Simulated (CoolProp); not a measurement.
Properties of R507A at several states (Tc = 343.8 K, pc = 37.05 bar, ω = 0.286).

Values from CoolProp's reference Helmholtz-energy equation of state, Lemmon 2003. It is a pseudo-pure fit of the blend.

```csv
T (K),p (bar),phase,cp (kJ/(kg K)),Joule-Thomson coefficient (K/MPa),conductivity (mW/(m K))
482,2.09,gas,1.145,4.079,27.1
496.2,3.91,gas,1.166,3.774,[?]
490.9,0.761,gas,[?],3.882,[?]
```

Question: Complete the blanks.

Answer: 
- 496.2, conductivity (mW/(m K)): 28.2
- 490.9, cp (kJ/(kg K)): 1.154
- 490.9, conductivity (mW/(m K)): 27.6

Thermal conductivity comes from a separate model (Geller 2001).
